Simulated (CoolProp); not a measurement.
Vapour-liquid equilibrium of carbon dioxide (1) + CHF3 (R23) (2) at 31.7 bar; x and y are mole fractions of (1).

Values from CoolProp's multi-fluid Helmholtz-energy mixture model, Span 1996 and Penoncello 2003; pair parameters Bell 2016.

```csv
x,bubble temperature (°C),y at the bubble point,dew temperature at overall composition x (°C),liquid density (mol/L)
0.05,8.2,…,8.3,13.97
0.2,5.5,0.237,6.1,14.96
0.35,3.1,0.401,…,…
0.5,0.9,0.551,…,17.10
0.65,…,0.690,-0.3,18.29
0.8,-2.2,…,-2.0,…
0.95,-3.3,0.955,…,21.03
```

### Question
Complete the blanks.

### Answer

- 0.05, y at the bubble point: 0.061
- 0.35, dew temperature at overall composition x (°C): 3.8
- 0.35, liquid density (mol/L): 16.00
- 0.5, dew temperature at overall composition x (°C): 1.6
- 0.65, bubble temperature (°C): -0.8
- 0.8, y at the bubble point: 0.823
- 0.8, liquid density (mol/L): 19.59
- 0.95, dew temperature at overall composition x (°C): -3.2

No azeotrope shows between x = 0.05 and 0.95.

Pair parameters are fitted to limited data, so mixtures are less certain than the pure fluids.
